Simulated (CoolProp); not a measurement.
Model: reference Helmholtz-energy equation of state, Lemmon 2006, in CoolProp. It is a short technical equation, of lower accuracy than the large ones.

Problem. For toluene, give the phase and the cp (kJ/(kg K)) at 221.75 °C and 1.01 bar; 234.45 °C and 1.01 bar.

Solution. 
- 221.75 °C and 1.01 bar: gas; cp 1.85
- 234.45 °C and 1.01 bar: gas; cp 1.89
